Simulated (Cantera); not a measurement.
A perfectly stirred reactor is fed with NO : N2 = 1 : 2.4 (molar parts), at 4300 Pa; it is held at 1900 K, and followed from long to short residence time.

Detailed kinetics in Cantera: GRI-Mech 3.0 (53 species, 325 reactions). Radical loss at walls, strong at low pressure, is not modelled.

Task: What does this change do: temperature 1900 to 2050 K?

Result: 
| quantity | before | after |
|---|---|---|
| x(NO) at τ = 2.20 s | 0.278 | 0.207 |
| x(N2) at τ = 2.20 s | 0.714 | 0.749 |
| x(O) at τ = 2.20 s | 0.000170 | 0.00105 |
| x(N2O) at τ = 2.20 s | 3.01e-5 | 1.53e-5 |
| x(O2) at τ = 2.20 s | 0.00773 | 0.0431 |
| x(NO) at τ = 7.80 ms | 0.294 | 0.294 |
| x(N2) at τ = 7.80 ms | 0.706 | 0.706 |
| x(O) at τ = 7.80 ms | 1.74e-5 | 6.77e-5 |
| x(N2O) at τ = 7.80 ms | 1.11e-5 | 2.21e-5 |
| x(O2) at τ = 7.80 ms | 1.92e-6 | 1.43e-5 |

Task: What does this change do: temperature 1900 to 1500 K?

Result: 
```csv
quantity,before,after
x(NO) at τ = 2.20 s,0.278,0.294
x(N2) at τ = 2.20 s,0.714,0.706
x(O) at τ = 2.20 s,0.000170,8.47e-7
x(N2O) at τ = 2.20 s,3.01e-5,2.01e-5
x(O2) at τ = 2.20 s,0.00773,5.56e-5
x(NO) at τ = 7.80 ms,0.294,0.294
x(N2) at τ = 7.80 ms,0.706,0.706
x(O) at τ = 7.80 ms,1.74e-5,1.39e-7
x(N2O) at τ = 7.80 ms,1.11e-5,2.64e-7
x(O2) at τ = 7.80 ms,1.92e-6,1.04e-9
```
